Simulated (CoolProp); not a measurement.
Vapour pressure (MPa) of toluene: the reference equation beside estimates from Tc = 591.7 K, pc = 4.126 MPa, ω = 0.266.

Computed with CoolProp (reference Helmholtz-energy equation of state, Lemmon 2006). It is a short technical equation, of lower accuracy than the large ones.

```csv
T (K),reference,Lee-Kesler,Soave-Redlich-Kwong
383.1,0.09948,0.09822,0.09844
387.9,0.1138,0.1127,0.1128
392.8,0.1301,0.1291,0.1292
397.6,0.1478,0.1469,0.1470
402.5,0.1677,0.1670,0.1670
407.3,0.1892,0.1887,0.1887
412.1,0.2127,0.2126,0.2124
417,0.2390,0.2392,0.2390
```

Absolute difference from the reference over all 8 rows, mean and median: Lee-Kesler 0.6 and 0.5 %, Soave-Redlich-Kwong 0.5 and 0.5 %.
